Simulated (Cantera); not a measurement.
Input: 1 mol B2H6, a varied amount of NH3, 14 mol H2, at 7.70 mbar.

Equilibrium computed with Cantera from the NASA thermochemical tables; the gas is ideal and each condensed phase is pure. Candidate condensed phases: B, BN; 15 gas species. The feed counts by its element totals alone. Mutual solubility and eutectic melting of coexisting phases are not modelled. The numbers say what is thermodynamically allowed, not how fast it happens.

Stable condensed phases, one row left out:

```
T in K \ n(NH3) in mol
          0.2 0.29 0.42 0.61 0.88  1.3  1.9  2.7    4  5.8  8.5
   2225     A    A    A    A    A    A    A    A    A    A    A
   2200     A    A    A    A    A    A    A    A    A    A    A
   2175     A    A    A    A    A    A    A    A    A    A    A
   2150     A    A    A    A    A    A    A    A    A    A    A
   2100     A    A    A    A    A    A    A    A    B    C    C
   2075     A    A    A    A    A    A    B    B    B    C    C
   2050     A    A    A    A    A    B    B    B    C    C    C
   2025     A    A    A    A    B    B    B    B    C    C    C
   2000     A    A    A    B    B    B    B    C    C    C    C
   1975     A    A    B    B    B    B    B    C    C    C    C
   1950     A    B    B    B    B    B    B    C    C    C    C
   1925     B    B    B    B    B    B    B    C    C    C    C
   1900     B    B    B    B    B    B    B    C    C    C    C
```

A: B; B: B + BN; C: BN.

Give the row for 2125 K.

0.2: B; 0.29: B; 0.42: B; 0.61: B; 0.88: B; 1.3: B; 1.9: B; 2.7: B; 4: B; 5.8: B + BN; 8.5: BN.
